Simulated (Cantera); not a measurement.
Input: 1 mol C₂F₆, 0.18 mol H₂, equilibrated at 1498.15 K.

Method: chemical equilibrium by Gibbs-energy minimisation in Cantera with the NASA 1993 tables (ideal gas, pure condensed phases). Candidate condensed phases: C, C₆H₆, C₇H₈, C₈H₁₈; 95 gas species. The feed counts by its element totals alone. Gases not in the tables: C₂F₆ and larger saturated fluorocarbons. The numbers say what is thermodynamically allowed, not how fast it happens.

log p: log10 of the partial pressure in bar; n: condensed amount in mol.

```csv
P (Pa),log p CF₄,log p HF,log p CF₂,log p F,log p CF₃,n C(graphite)
1,-5.11,-5.70,-6.94,-7.00,…,0.584
4.20,-4.48,-5.07,-6.62,-6.84,…,0.586
18,-3.85,-4.44,-6.30,-6.68,…,0.588
75,-3.22,-3.82,-5.99,-6.52,…,0.589
320,-2.59,-3.19,-5.68,-6.37,…,0.589
1300,-1.99,-2.58,-5.37,-6.21,…,0.590
5600,-1.35,-1.94,-5.06,-6.06,…,0.590
24000,-0.72,-1.31,-4.74,-5.90,…,0.590
100000,-0.10,-0.69,-4.43,-5.74,…,0.590
```

**Question.** Fill in the missing entries.

**Answer.** 
- 1, log p CF₃: -8.35
- 4.20, log p CF₃: -7.87
- 18, log p CF₃: -7.40
- 75, log p CF₃: -6.93
- 320, log p CF₃: -6.46
- 1300, log p CF₃: -6.00
- 5600, log p CF₃: -5.53
- 24000, log p CF₃: -5.05
- 100000, log p CF₃: -4.59
